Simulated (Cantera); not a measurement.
What does this Cantera script print?

```python
import numpy as np
import cantera as ct

gas = ct.Solution("gri30.yaml")
gas.TPX = 1848, 390000, {'CH4': 1, 'CO2': 1.4}
inlet = ct.Reservoir(gas, clone=True)

reactor = ct.IdealGasConstPressureReactor(gas, energy="off", clone=False)
exhaust = ct.Reservoir(gas, clone=True)
tau = [0.73, 0.27, 0.1, 0.038, 0.014, 0.0052, 0.002, 0.00073, 0.00027][0]
for a, b in ((inlet, reactor), (reactor, exhaust)):
    ct.MassFlowController(a, b, mdot=lambda t: reactor.mass / tau)
net = ct.ReactorNet([reactor])
show = ['CH4', 'CO2', 'H2O', 'CH3', 'C2H6', 'HO2', 'CH2O']

rows = []
print(f"{'tau/s':>10s}{'T/K':>9s}" + "".join(f"{s:>11s}" for s in show))
for tau in [0.73, 0.27, 0.1, 0.038, 0.014, 0.0052, 0.002, 0.00073, 0.00027]:
    net.initial_time = 0.0
    net.advance(30 * tau)
    before = gas.X
    net.advance(40 * tau)
    drift = np.max(np.abs(gas.X - before) / (gas.X + 1e-9))
    rows.append([gas.T, *gas[show].X, drift])
    print(f"{tau:10.3e}{gas.T:9.1f}" + "".join(f"{x:11.3e}" for x in gas[show].X))
```

Result:

```
     tau/s      T/K        CH4        CO2        H2O        CH3       C2H6        HO2       CH2O
 7.300e-01   1848.0  9.418e-03  3.449e-02  9.419e-02  8.595e-05  1.817e-06  2.406e-13  6.640e-07
 2.700e-01   1848.0  1.448e-02  4.522e-02  1.156e-01  1.373e-04  4.565e-06  4.043e-13  1.095e-06
 1.000e-01   1848.0  2.152e-02  6.283e-02  1.441e-01  2.155e-04  1.115e-05  7.495e-13  2.178e-06
 3.800e-02   1848.0  3.118e-02  8.962e-02  1.739e-01  3.323e-04  2.669e-05  1.399e-12  4.725e-06
 1.400e-02   1848.0  4.642e-02  1.325e-01  1.957e-01  5.203e-04  6.666e-05  2.487e-12  1.042e-05
 5.200e-03   1848.0  7.300e-02  1.997e-01  1.908e-01  8.121e-04  1.661e-04  3.667e-12  1.991e-05
 2.000e-03   1848.0  1.195e-01  2.955e-01  1.464e-01  1.226e-03  3.852e-04  4.138e-12  3.036e-05
 7.300e-04   1848.0  1.930e-01  4.112e-01  7.642e-02  1.796e-03  8.392e-04  3.485e-12  4.197e-05
 2.700e-04   1848.0  2.718e-01  4.993e-01  2.750e-02  2.430e-03  1.566e-03  2.190e-12  5.618e-05
```

Model: GRI-Mech 3.0 (53 species, 325 reactions), integrated in Cantera.
